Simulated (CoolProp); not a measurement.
Vapour-liquid equilibrium of R113 (1) + n-hexane (2) at 1.39 MPa; x and y are mole fractions of (1).

Computed with CoolProp (multi-fluid Helmholtz-energy mixture model, Marx 1992 and Thol 2019; pair parameters Bell 2016).

```
x     bubble temperature (°C)  y at the bubble point  dew temperature at overall composition x (°C)  liquid density (mol/L)
----  -----------------------  ---------------------  ---------------------------------------------  ----------------------
0.05                    181.6                  0.072                                          182.3                   5.472
0.2                     175.7                  0.266                                          177.7                   5.601
0.35                    170.7                  0.430                                          173.1                   5.721
0.5                     166.7                  0.575                                          168.7                   5.839
0.65                    163.3                  0.708                                          164.7                   5.959
0.8                     160.4                  0.834                                          161.1                   6.084
0.95                    158.0                  0.958                                          158.2                   6.216
```

No azeotrope shows between x = 0.05 and 0.95.

The pair parameters rest on a limited set of measurements; away from them the model extrapolates.
